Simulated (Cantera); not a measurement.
Feed: 1 mol MgCO3, 0.11 mol SO2, 0.26 mol O2, equilibrated at 100000 Pa.

These are equilibrium values from Cantera (NASA tables, ideal gas, pure condensed phases), not measurements of a reactor. Candidate condensed phases: C, Mg, MgCO3, MgO, MgS, MgSO4, S; 26 gas species. Mutual solubility and eutectic melting of coexisting phases are not modelled. Equilibrium is a limit: real reactors are often held back by kinetics, nucleation or transport.

x: gas mole fraction; n: condensed amount in mol.

| T (K) | x CO2 | x O2 | x SO2 | x SO3 | x CO | x O | x SO | n MgO(s) | n MgSO4(s) |
|---|---|---|---|---|---|---|---|---|---|
| 675 | 0.830 | 0.170 | <1e-12 | <1e-12 | <1e-12 | <1e-12 | <1e-12 | 0.890 | 0.110 |
| 775 | 0.830 | 0.170 | 1.25e-11 | ___ | <1e-12 | <1e-12 | <1e-12 | 0.890 | 0.110 |
| 875 | 0.830 | 0.170 | 1.05e-8 | ___ | <1e-12 | <1e-12 | <1e-12 | 0.890 | 0.110 |
| 975 | 0.830 | 0.170 | 2.15e-6 | ___ | 5.12e-11 | 2.98e-11 | <1e-12 | 0.890 | 0.110 |
| 1075 | 0.830 | 0.170 | 0.000158 | ___ | 1.31e-9 | 5.41e-10 | <1e-12 | 0.890 | 0.110 |
| 1175 | 0.823 | 0.171 | 0.00540 | ___ | 1.90e-8 | 6.04e-9 | 5.64e-12 | 0.897 | 0.103 |
| 1275 | 0.732 | 0.188 | 0.0757 | ___ | 1.55e-7 | 4.84e-8 | 8.54e-10 | 1.00 | 0 |
| 1375 | 0.731 | 0.189 | 0.0779 | ___ | 1.06e-6 | 2.77e-7 | 6.97e-9 | 1.00 | 0 |
| 1475 | 0.730 | 0.189 | 0.0789 | ___ | 5.61e-6 | 1.25e-6 | 4.23e-8 | 1.00 | 0 |
| 1575 | 0.730 | 0.189 | 0.0794 | ___ | 2.39e-5 | 4.66e-6 | 2.03e-7 | 1.00 | 0 |
| 1675 | 0.730 | 0.190 | 0.0797 | ___ | 8.57e-5 | 1.49e-5 | 8.06e-7 | 1.00 | 0 |
| 1775 | 0.730 | 0.190 | 0.0799 | ___ | 0.000265 | 4.17e-5 | 2.74e-6 | 1.00 | 0 |
| 1875 | 0.729 | 0.190 | 0.0800 | ___ | 0.000725 | 0.000105 | 8.14e-6 | 1.00 | 0 |

**Question.** Fill in the missing entries.

**Answer.** 
- 775, x SO3: 2.87e-10
- 875, x SO3: 4.22e-8
- 975, x SO3: 2.16e-6
- 1075, x SO3: 5.19e-5
- 1175, x SO3: 0.000707
- 1275, x SO3: 0.00477
- 1375, x SO3: 0.00254
- 1475, x SO3: 0.00146
- 1575, x SO3: 0.000898
- 1675, x SO3: 0.000585
- 1775, x SO3: 0.000400
- 1875, x SO3: 0.000285
